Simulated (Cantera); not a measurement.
A freely propagating, adiabatic, planar premixed flame of C2H4 : O2 : N2 : H2O = 1 : 4.29 : 17.6 : 2.4 (molar parts), equivalence ratio 0.70, unburnt at 450 K and 10.0 bar; unity-Lewis-number transport, grid criteria slope 0.08 and curve 0.16, no radiation.

Cantera simulation using GRI-Mech 3.0 (53 species, 325 reactions); the numbers are that mechanism's predictions, not measurements. GRI-Mech 3.0 was tuned for natural gas; its chemistry of ethylene as a main component is partial and can be far from experiment. Unity Lewis numbers drop preferential diffusion, which matters most where H2 and H carry the flame. Burning velocities carry a grid error of a few per cent, more on coarse grids.

Question: Predict: laminar burning velocity; thermal thickness; peak x(H2); peak x(O); peak x(HO2).

Answer: 
```json
{
  "laminar_burning_velocity": "19.6 cm/s",
  "thermal_thickness": "0.100 mm",
  "peak x(H2)": "0.00249",
  "peak x(O)": "0.000327",
  "peak x(HO2)": "0.000428"
}
```
